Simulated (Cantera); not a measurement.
Mixture: CO : H2 : O2 : N2 = 1 : 0.21 : 0.403 : 1.52 (molar parts), equivalence ratio 1.5, at 1.90 bar, adiabatic and at constant volume. Ignition delay is the time to a rise of 400 K.

Model: GRI-Mech 3.0 (53 species, 325 reactions), integrated in Cantera. Where the delays flatten at high temperature, the 400 K rule measures the pace of heat release, not the induction time.

What does this change do: O2 0.403 to 0.54 parts?


```json
[
 {"quantity": "delay at 1100 K", "before": "93.2 µs", "after": "82.5 µs"},
 {"quantity": "delay at 1150 K", "before": "59.0 µs", "after": "52.0 µs"},
 {"quantity": "delay at 1200 K", "before": "42.3 µs", "after": "37.2 µs"},
 {"quantity": "delay at 1250 K", "before": "32.5 µs", "after": "28.7 µs"},
 {"quantity": "delay at 1300 K", "before": "26.3 µs", "after": "23.2 µs"},
 {"quantity": "delay at 1350 K", "before": "22.0 µs", "after": "19.4 µs"}
]
```

What does this change do: constant pressure in place of constant volume?


```json
[
 {"quantity": "delay at 1100 K", "before": "93.2 µs", "after": "98.0 µs"},
 {"quantity": "delay at 1150 K", "before": "59.0 µs", "after": "62.8 µs"},
 {"quantity": "delay at 1200 K", "before": "42.3 µs", "after": "45.6 µs"},
 {"quantity": "delay at 1250 K", "before": "32.5 µs", "after": "35.6 µs"},
 {"quantity": "delay at 1300 K", "before": "26.3 µs", "after": "29.2 µs"},
 {"quantity": "delay at 1350 K", "before": "22.0 µs", "after": "24.9 µs"}
]
```

What does this change do: pressure from 1.90 bar to 1.00 bar?


```
quantity          before     after
---------------  -------  --------
delay at 1100 K  93.2 µs  0.138 ms
delay at 1150 K  59.0 µs   99.2 µs
delay at 1200 K  42.3 µs   76.4 µs
delay at 1250 K  32.5 µs   61.6 µs
delay at 1300 K  26.3 µs   51.6 µs
delay at 1350 K  22.0 µs   44.5 µs
```
